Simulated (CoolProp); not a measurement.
CH2F2 (R32) along the isotherm 80.15 °C: fugacity coefficient from the reference equation and from simpler models built on Tc = 78.1 °C, pc = 5783 kPa, ω = 0.277; each cubic takes its own stable root.

Computed with CoolProp (reference Helmholtz-energy equation of state, Tillner-Roth 1997).

| p (kPa) | phase | reference | Redlich-Kwong | Peng-Robinson |
|---|---|---|---|---|
| 7230 | supercritical | 0.5401 | 0.5749 | 0.5543 |
| 14500 | supercritical | 0.3193 | 0.3606 | 0.3402 |
| 21700 | supercritical | 0.2480 | 0.2929 | 0.2710 |
| 28900 | supercritical | 0.2147 | 0.2636 | 0.2395 |
| 36100 | supercritical | 0.1971 | 0.2506 | 0.2238 |
| 43400 | supercritical | 0.1875 | 0.2466 | 0.2166 |
| 50600 | supercritical | 0.1830 | 0.2484 | 0.2147 |
| 57800 | supercritical | 0.1819 | 0.2544 | 0.2164 |
